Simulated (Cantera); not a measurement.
A Cantera script and its output.

```python
import numpy as np
import cantera as ct

gas = ct.Solution("gri30.yaml")
gas.TPX = 2150, 2600, {'CH4': 0.022, 'H2': 1, 'H': 0.0036}
inlet = ct.Reservoir(gas, clone=True)

reactor = ct.IdealGasConstPressureReactor(gas, energy="off", clone=False)
exhaust = ct.Reservoir(gas, clone=True)
tau = [2.5, 0.97, 0.37, 0.14, 0.056, 0.022, 0.0084, 0.0033, 0.0013, 0.00049, 0.00019][0]
for a, b in ((inlet, reactor), (reactor, exhaust)):
    ct.MassFlowController(a, b, mdot=lambda t: reactor.mass / tau)
net = ct.ReactorNet([reactor])
show = ['CH4', 'H2', 'H', 'C2H2', 'C2H6', 'CH2']

rows = []
print(f"{'tau/s':>10s}{'T/K':>9s}" + "".join(f"{s:>11s}" for s in show))
for tau in [2.5, 0.97, 0.37, 0.14, 0.056, 0.022, 0.0084, 0.0033, 0.0013, 0.00049, 0.00019]:
    net.initial_time = 0.0
    net.advance(30 * tau)
    before = gas.X
    net.advance(40 * tau)
    drift = np.max(np.abs(gas.X - before) / (gas.X + 1e-9))
    rows.append([gas.T, *gas[show].X, drift])
    print(f"{tau:10.3e}{gas.T:9.1f}" + "".join(f"{x:11.3e}" for x in gas[show].X))
```

It prints:

```
     tau/s      T/K        CH4         H2          H       C2H2       C2H6        CH2
 2.500e+00   2150.0  2.336e-04  9.661e-01  2.334e-02  1.022e-02  8.838e-10  3.626e-06
 9.700e-01   2150.0  4.307e-04  9.680e-01  2.132e-02  1.009e-02  2.778e-09  5.503e-06
 3.700e-01   2150.0  8.435e-04  9.703e-01  1.873e-02  9.839e-03  9.504e-09  8.147e-06
 1.400e-01   2150.0  1.693e-03  9.724e-01  1.604e-02  9.325e-03  3.316e-08  1.161e-05
 5.600e-02   2150.0  3.214e-03  9.738e-01  1.369e-02  8.422e-03  1.026e-07  1.543e-05
 2.200e-02   2150.0  5.885e-03  9.743e-01  1.157e-02  6.879e-03  2.895e-07  1.919e-05
 8.400e-03   2150.0  1.000e-02  9.739e-01  9.581e-03  4.583e-03  6.806e-07  2.125e-05
 3.300e-03   2150.0  1.460e-02  9.733e-01  7.608e-03  2.175e-03  1.105e-06  1.911e-05
 1.300e-03   2150.0  1.807e-02  9.738e-01  5.507e-03  6.101e-04  1.109e-06  1.265e-05
 4.900e-04   2150.0  1.966e-02  9.749e-01  3.841e-03  1.046e-04  7.604e-07  6.865e-06
 1.900e-04   2150.0  2.019e-02  9.755e-01  3.070e-03  1.688e-05  5.130e-07  4.320e-06
```

Cantera simulation using GRI-Mech 3.0 (53 species, 325 reactions); the numbers are that mechanism's predictions, not measurements. GRI-Mech 3.0 stops at C3 and has no aromatics, soot or wall deposition, so with more carbon than oxygen in the feed, carbon stays in small species such as C2H2 where larger ones or solid carbon would form. Radical loss at walls, strong at low pressure, is not modelled.
